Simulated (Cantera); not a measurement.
A closed system holds: 1 mol AlCl3, 16 mol H2O, 29 mol N2, held at 1.10 mbar.

Method: chemical equilibrium by Gibbs-energy minimisation in Cantera with the NASA 1993 tables (ideal gas, pure condensed phases). Candidate condensed phases: Al, AlCl3, AlN, Al2O3, H2O, NH4Cl; 45 gas species. Rates play no part.

Task: At 1800 K, list the 7 most abundant gas species with their mole fractions, and the condensed phases.

Result: N2 0.619, H2O 0.301, HCl 0.0590, H2 0.00929, Cl 0.00506, O2 0.00277, OH 0.00223. Condensed: Al2O3(s).
